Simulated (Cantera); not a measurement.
Cantera run:

```python
import numpy as np
import cantera as ct

gas_names = """
    C CH CH2 CH3 CH2OH CH3O CH4 CH3OH CN CO CO2 COOH C2 C2H CHCO,ketyl C2H2,acetylene C2H2,vinylidene
    CH2CO,ketene C2H3,vinyl CH3CN CH3CO,acetyl C2H4 C2H4O,ethylen CH3CHO,ethanal CH3COOH (HCOOH)2 C2H5
    C2H6 CH3OCH3 C2H5OH CCN CNC C2N2 C2O C3 C3H3,propargyl C3H4,allene C3H4,propyne C3H4,cyclo-
    C3H5,allyl C3H6,propylene C3H6,cyclo- C3H6O C3H7,n-propyl C3H7,i-propyl C3H8 C3H8O,1propanol
    C3H8O,2propanol C3O2 C4 C4H2 C4H4,1,3-cyclo- C4H6,butadiene C4H6,2-butyne C4H6,cyclo- C4H8,1-butene
    C4H8,cis2-buten C4H8,tr2-butene C4H8,isobutene C4H8,cyclo- (CH3COOH)2 C4H9,n-butyl C4H9,i-butyl
    C4H9,s-butyl C4H9,t-butyl C4H10,isobutane C4H10,n-butane C4N2 C5 C5H6,1,3cyclo- C5H8,cyclo-
    C5H10,1-pentene C5H10,cyclo- C5H11,pentyl C5H11,t-pentyl C5H12,n-pentane C5H12,i-pentane
    CH3C(CH3)2CH3 C6H2 C6H5,phenyl C6H5O,phenoxy C6H6 C6H5OH,phenol C6H10,cyclo- C6H12,1-hexene
    C6H12,cyclo- C6H13,n-hexyl C7H7,benzyl C7H8 C7H8O,cresol C7H14,1-heptene C7H15,n-heptyl
    C7H16,n-heptane C8H8,styrene C8H10,ethylbenz C8H16,1-octene C8H17,n-octyl C8H18,isooctane
    C8H18,n-octane C9H19,n-nonyl C10H8,naphthale C10H21,n-decyl C12H9,o-bipheny C12H10,bipheny H HCN HCO
    HCCN HNC HNCO HNO HNO2 HNO3 HO2 H2 HCHO,formaldehy HCOOH H2O H2O2 N NCO NH NH2 NH3 NH2OH NO NO2 NO3
    N2 N2H2 N2H4 N2O O OH O2 O3 Si SiC SiC2 SiC4H12 SiH SiH2 SiH3 SiH4 SiN SiO SiO2 Si2 Si2C Si2N Si3
""".split()
cond_names = """
    C(gr) C6H6(L) C7H8(L) C8H18(L),n-octa H2O(s) H2O(L) Si(cr) Si(L) SiC(b) SiO2(Lqz) SiO2(hqz) SiO2(L)
    Si2N2O(s) Si3N4(a)
""".split()


def load(file, names, dense=False):
    # The tables refer to 1 bar. Condensed volumes are neglected.
    table = {s.name: s for s in ct.Species.list_from_file(file)}
    out = []
    for n in names:
        d = dict(table[n].input_data)
        d["thermo"] = dict(d["thermo"], **{"reference-pressure": 1e5})
        if dense:
            d["equation-of-state"] = {"model": "constant-volume", "density": "1e6 g/cm^3"}
        out.append(ct.Species.from_dict(d))
    return out


gas = ct.Solution(thermo="ideal-gas", species=load("nasa_gas.yaml", gas_names))
cond = {s.name: ct.Solution(thermo="fixed-stoichiometry", species=[s], name=s.name)
        for s in load("nasa_condensed.yaml", cond_names, dense=True)}
atoms = {
    'SiO2': {'Si': 1, 'O': 2},
    'CH4': {'C': 1, 'H': 4},
    'N2': {'N': 2},
}
top_T = {'C(gr)': 4500, 'SiC(b)': 3050, 'Si2N2O(s)': 2100, 'Si3N4(a)': 2400}  # K; cautious upper limits of use, not melting points


def equilibrate(T, P, feed):
    n = {}
    for name, mol in feed.items():
        for a, k in atoms[name].items():
            n[a] = n.get(a, 0.0) + k * mol
    gas.TPX = T, P, n
    mass = sum(n.values()) * gas.mean_molecular_weight
    gas.equilibrate("TP")
    valid = [c for c in cond.values() if c.min_temp <= T <= top_T.get(c.name, c.max_temp)]
    mix = ct.Mixture([(gas, mass / gas.mean_molecular_weight)] + [(c, 0.0) for c in valid])
    mix.T, mix.P = T, P
    mix.equilibrate("TP", solver="vcs", rtol=1e-11, max_steps=5000)
    return mix


results = []
feed = {'SiO2': 1, 'CH4': 0.67, 'N2': 9.9}  # mol
P = 430000  # Pa
for T in [1000, 1100, 1200, 1300, 1400, 1500, 1600, 1700, 1800, 1900, 2000, 2100, 2200, 2300]:
    mix = equilibrate(T, P, feed)
    results.append((T, P, feed, dict(zip(mix.species_names, mix.species_moles))))
    x = sorted(zip(gas.X, gas.species_names), reverse=True)
    print(f"T = {T:g} K  P = {P:g} Pa  gas = {mix.phase_moles(0):.4g} mol")
    print("   x: " + "  ".join(f"{s} {v:.3e}" for v, s in x if v > 0.001))
    print("   condensed (mol): " + ("  ".join(f"{mix.phase(i).name} {mix.phase_moles(i):.4g}"
          for i in range(1, mix.n_phases) if mix.phase_moles(i) > 1e-12) or "none"))
```

Result:

```
T = 1000 K  P = 430000 Pa  gas = 11.18 mol
   x: N2 8.850e-01  H2 1.098e-01  CH4 4.946e-03
   condensed (mol): C(gr) 0.6131  SiO2(hqz) 0.9988  Si2N2O(s) 0.0006085
T = 1100 K  P = 430000 Pa  gas = 11.22 mol
   x: N2 8.817e-01  H2 1.152e-01  CH4 2.048e-03
   condensed (mol): C(gr) 0.6362  SiO2(hqz) 0.9925  Si2N2O(s) 0.003742
T = 1200 K  P = 430000 Pa  gas = 11.26 mol
   x: N2 8.772e-01  H2 1.170e-01  CO 4.792e-03
   condensed (mol): C(gr) 0.6053  SiO2(hqz) 0.9635  Si2N2O(s) 0.01824
T = 1300 K  P = 430000 Pa  gas = 11.38 mol
   x: N2 8.641e-01  H2 1.167e-01  CO 1.857e-02
   condensed (mol): C(gr) 0.4527  SiO2(hqz) 0.8584  Si2N2O(s) 0.0708
T = 1400 K  P = 430000 Pa  gas = 11.68 mol
   x: N2 8.285e-01  H2 1.141e-01  CO 5.695e-02
   condensed (mol): SiO2(hqz) 0.5553  Si2N2O(s) 0.2223
T = 1500 K  P = 430000 Pa  gas = 11.68 mol
   x: N2 8.281e-01  H2 1.144e-01  CO 5.715e-02
   condensed (mol): SiO2(hqz) 0.5534  Si2N2O(s) 0.2233
T = 1600 K  P = 430000 Pa  gas = 11.68 mol
   x: N2 8.281e-01  H2 1.144e-01  CO 5.720e-02
   condensed (mol): SiO2(hqz) 0.5527  Si2N2O(s) 0.2236
T = 1700 K  P = 430000 Pa  gas = 11.69 mol
   x: N2 8.280e-01  H2 1.144e-01  CO 5.722e-02
   condensed (mol): SiO2(L) 0.5521  Si2N2O(s) 0.2237
T = 1800 K  P = 430000 Pa  gas = 11.69 mol
   x: N2 8.278e-01  H2 1.143e-01  CO 5.721e-02
   condensed (mol): SiO2(L) 0.5509  Si2N2O(s) 0.223
T = 1900 K  P = 430000 Pa  gas = 11.71 mol
   x: N2 8.268e-01  H2 1.141e-01  CO 5.713e-02  SiO 1.479e-03
   condensed (mol): SiO2(L) 0.5459  Si2N2O(s) 0.2184
T = 2000 K  P = 430000 Pa  gas = 11.8 mol
   x: N2 8.225e-01  H2 1.132e-01  CO 5.671e-02  SiO 6.968e-03
   condensed (mol): SiO2(L) 0.524  Si2N2O(s) 0.1969
T = 2100 K  P = 430000 Pa  gas = 12.15 mol
   x: N2 8.060e-01  H2 1.098e-01  CO 5.508e-02  SiO 2.827e-02
   condensed (mol): SiO2(L) 0.4367  Si2N2O(s) 0.1099
T = 2200 K  P = 430000 Pa  gas = 12.59 mol
   x: N2 7.862e-01  H2 1.054e-01  SiO 5.378e-02  CO 5.313e-02
   condensed (mol): SiO2(L) 0.3227
T = 2300 K  P = 430000 Pa  gas = 12.61 mol
   x: N2 7.848e-01  H2 1.037e-01  SiO 5.506e-02  CO 5.295e-02  H2O 1.790e-03  H 1.503e-03
   condensed (mol): SiO2(L) 0.3053
```

Equilibrium computed with Cantera from the NASA thermochemical tables; the gas is ideal and each condensed phase is pure. N2 is the only nitrogen source here; it is nearly inert below about 1500 K, so the nitride shown seldom forms there in practice. Mutual solubility and eutectic melting of coexisting phases are not modelled. The tables hold silica as quartz up to 1696 K and as liquid above; real silica turns to tridymite and cristobalite and melts near 1996 K.
